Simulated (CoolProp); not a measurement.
Model: reference Helmholtz-energy equation of state, Lemmon 2016, in CoolProp.

Problem. Give the vapour pressure (MPa), vapour density (kg/m³), enthalpy of vaporisation (kJ/kg), liquid cp (kJ/(kg K)) of saturated R115 at -50.15, -30.05, -13.25 °C.

Solution. 
```json
[
 {"T (°C)": "-50.15", "p (MPa)": "0.0604", "vapour density (kg/m³)": "5.19", "enthalpy of vaporisation (kJ/kg)": "129", "liquid cp (kJ/(kg K))": "0.916"},
 {"T (°C)": "-30.05", "p (MPa)": "0.150", "vapour density (kg/m³)": "12.2", "enthalpy of vaporisation (kJ/kg)": "122", "liquid cp (kJ/(kg K))": "0.951"},
 {"T (°C)": "-13.25", "p (MPa)": "0.284", "vapour density (kg/m³)": "22.3", "enthalpy of vaporisation (kJ/kg)": "115", "liquid cp (kJ/(kg K))": "0.988"}
]
```
